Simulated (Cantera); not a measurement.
A perfectly stirred reactor is fed with 16.0 % NO, 78.5 % N2, 5.45 % H2O, at 0.266 atm; it is held at 2073 K, and followed from long to short residence time.

Cantera simulation using GRI-Mech 3.0 (53 species, 325 reactions); the numbers are that mechanism's predictions, not measurements.

Task: Predict: x(NO) at τ = 2.10 s; x(O) at τ = 2.10 s; x(N2O) at τ = 2.10 s; x(O2) at τ = 2.10 s; x(N2) at τ = 2.10 s; x(NO) at τ = 74.0 ms; x(O) at τ = 74.0 ms; x(N2O) at τ = 74.0 ms; x(O2) at τ = 74.0 ms; x(N2) at τ = 74.0 ms.

Result: 
```
Item                     Result
---------------------  --------
x(NO) at τ = 2.10 s      0.0638
x(O) at τ = 2.10 s     0.000486
x(N2O) at τ = 2.10 s    1.29e-6
x(O2) at τ = 2.10 s      0.0475
x(N2) at τ = 2.10 s       0.833
x(NO) at τ = 74.0 ms      0.152
x(O) at τ = 74.0 ms    0.000140
x(N2O) at τ = 74.0 ms   6.14e-6
x(O2) at τ = 74.0 ms    0.00398
x(N2) at τ = 74.0 ms      0.789
```
